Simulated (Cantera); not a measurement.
Input: 1 mol TiO₂, 0.12 mol MgCl₂, 0.7 mol O₂, equilibrated at 1600 K and 15.0 Pa.

These are equilibrium values from Cantera (NASA tables, ideal gas, pure condensed phases), not measurements of a reactor. Candidate condensed phases: Mg, MgCl₂, MgO, MgTiO₃, MgTi₂O₅, Mg₂TiO₄, Ti, TiCl₂, TiCl₃, TiCl₄, TiO, TiO₂, Ti₂O₃, Ti₃O₅, Ti₄O₇; 20 gas species. Mutual solubility and eutectic melting of coexisting phases are not modelled. Condensed phases not in the tables: alloys, solid solutions and most ternary compounds. Rates play no part.

Base state: O₂ 0.730, Cl 0.264, MgCl₂ 0.00388, O 0.00101, Cl₂ 0.000865, ClO 6.02e-5 (mole fractions); condensed: MgTi₂O₅(s) + TiO₂(rutile).

What changes in the equilibrium state with this change: pressure from 15.0 Pa to 430000 Pa?


```tsv
species	before	after
O₂	0.730	0.834
Cl₂	0.000865	0.142
Cl	0.264	0.0200
TiCl₄	1.52e-9	3.60e-5
MgCl₂	0.00388	0.00353
O	0.00101	6.39e-6
ClO	6.02e-5	0.000825
MgTi₂O₅(s), mol	0.117	0.117
TiO₂(rutile), mol	0.767	0.765
```
